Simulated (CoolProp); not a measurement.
A single-stage vapour-compression cycle with the fluid: evaporating at 314.15 K (dew point), condensing at 346.15 K (bubble point), superheat 8 K, subcooling 5 K, compressor efficiency 0.7, no pressure losses. The same conditions are run with several fluids, on thermodynamics alone (safety and materials aside).

The numbers come from the reference Helmholtz-energy equation of state of each fluid (benzene: Thol 2012; R11: Jacobsen 1992; isohexane: Lemmon 2006; R236FA: Pan 2012; carbonyl sulfide: Lemmon 2006; R1336mzz(Z): McLinden 2020) in CoolProp.

| fluid | cooling COP | pressure ratio | discharge temperature (K) | refrigerating effect (kJ/kg) | volumetric capacity (kJ/m³) |
|---|---|---|---|---|---|
| benzene | 6.48 | 3.19 | 371.0 | 382 | 286 |
| R11 | 6.35 | 2.45 | 366.5 | 155 | 1510 |
| isohexane | 6.27 | 2.84 | 349.4 | 286 | 499 |
| R236FA | 5.82 | 2.35 | 352.4 | 108 | 3120 |
| carbonyl sulfide | 5.48 | 1.92 | 383.2 | 192 | 9970 |
| R1336mzz(Z) | 6.15 | 2.69 | 350.6 | 134 | 1150 |
